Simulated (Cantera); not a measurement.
# Transport properties of process gases

Gas mixture: C2H4 : CH4 : CO2 : N2 = 0.65 : 0.38 : 0.44 : 0.42 (molar parts), at 39000 Pa, frozen composition.

Cantera's kinetic-theory transport with the Lennard-Jones parameters of GRI-Mech 3.0, ideal gas; thermal conductivity in the multicomponent form. The composition is frozen, though it would react at the higher temperatures.

```json
[
 {"T (K)": "400", "ρ (kg/m³)": "0.344", "cp (J/kg/K)": "1444", "μ (µPa s)": "17.1", "λ (mW/m/K)": "34.1", "Pr": "0.723", "D (cm²/s) OH": "1.19", "D (cm²/s) O": "1.21", "D (cm²/s) NO": "0.770"},
 {"T (K)": "650", "ρ (kg/m³)": "0.212", "cp (J/kg/K)": "1873", "μ (µPa s)": "25.2", "λ (mW/m/K)": "65.0", "Pr": "0.728", "D (cm²/s) OH": "2.75", "D (cm²/s) O": "2.81", "D (cm²/s) NO": "1.79"},
 {"T (K)": "900", "ρ (kg/m³)": "0.153", "cp (J/kg/K)": "2177", "μ (µPa s)": "32.1", "λ (mW/m/K)": "96.1", "Pr": "0.726", "D (cm²/s) OH": "4.78", "D (cm²/s) O": "4.87", "D (cm²/s) NO": "3.12"},
 {"T (K)": "1150", "ρ (kg/m³)": "0.120", "cp (J/kg/K)": "2414", "μ (µPa s)": "38.1", "λ (mW/m/K)": "127", "Pr": "0.725", "D (cm²/s) OH": "7.21", "D (cm²/s) O": "7.35", "D (cm²/s) NO": "4.71"},
 {"T (K)": "1400", "ρ (kg/m³)": "0.0983", "cp (J/kg/K)": "2582", "μ (µPa s)": "43.6", "λ (mW/m/K)": "156", "Pr": "0.723", "D (cm²/s) OH": "10.0", "D (cm²/s) O": "10.2", "D (cm²/s) NO": "6.55"},
 {"T (K)": "1650", "ρ (kg/m³)": "0.0834", "cp (J/kg/K)": "2706", "μ (µPa s)": "48.6", "λ (mW/m/K)": "182", "Pr": "0.721", "D (cm²/s) OH": "13.2", "D (cm²/s) O": "13.4", "D (cm²/s) NO": "8.61"},
 {"T (K)": "1900", "ρ (kg/m³)": "0.0724", "cp (J/kg/K)": "2798", "μ (µPa s)": "53.4", "λ (mW/m/K)": "207", "Pr": "0.720", "D (cm²/s) OH": "16.6", "D (cm²/s) O": "16.9", "D (cm²/s) NO": "10.9"},
 {"T (K)": "2150", "ρ (kg/m³)": "0.0640", "cp (J/kg/K)": "2867", "μ (µPa s)": "57.9", "λ (mW/m/K)": "231", "Pr": "0.719", "D (cm²/s) OH": "20.4", "D (cm²/s) O": "20.8", "D (cm²/s) NO": "13.4"},
 {"T (K)": "2400", "ρ (kg/m³)": "0.0574", "cp (J/kg/K)": "2921", "μ (µPa s)": "62.2", "λ (mW/m/K)": "253", "Pr": "0.717", "D (cm²/s) OH": "24.5", "D (cm²/s) O": "25.0", "D (cm²/s) NO": "16.0"}
]
```
D: mixture-averaged diffusion coefficient of that species in the mixture.
